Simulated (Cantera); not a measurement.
A Cantera script and what it prints.

```python
import numpy as np
import cantera as ct

gas_names = """
    AL ALN ALO ALO2 AL2 AL2O AL2O2 N NO NO2 NO3 N2 N2O O O2 O3
""".split()
cond_names = """
    AL(cr) AL(L) ALN(s) AL2O3(a) AL2O3(L)
""".split()


# ... load() reads the species with a 1 bar reference pressure and builds the phases ...
atoms = {
    'AlN': {'AL': 1, 'N': 1},
    'O2': {'O': 2},
}
top_T = {'ALN(s)': 2750}  # K; cautious upper limits of use, not melting points


# ... equilibrate(T, P, feed) seeds the gas with the atoms and calls Mixture.equilibrate('TP', solver="vcs", rtol=1e-11, max_steps=5000) ...
results = []
feed = {'AlN': 1, 'O2': 1.5}  # mol
T = 2050  # K
P = 1800  # Pa
mix = equilibrate(T, P, feed)
results.append((T, P, feed, dict(zip(mix.species_names, mix.species_moles))))
x = sorted(zip(gas.X, gas.species_names), reverse=True)
print(f"T = {T:g} K  P = {P:g} Pa  gas = {mix.phase_moles(0):.4g} mol")
print("   x: " + "  ".join(f"{s} {v:.3e}" for v, s in x if v > 1e-05))
print("   condensed (mol): " + ("  ".join(f"{mix.phase(i).name} {mix.phase_moles(i):.4g}"
      for i in range(1, mix.n_phases) if mix.phase_moles(i) > 1e-12) or "none"))
```

Output:

```
T = 2050 K  P = 1800 Pa  gas = 1.253 mol
   x: O2 5.903e-01  N2 3.937e-01  NO 1.038e-02  O 5.573e-03
   condensed (mol): AL2O3(a) 0.5
```

Cantera equilibrium calculation (NASA polynomials, part measured and part estimated; ideal gas, pure solids and liquids).
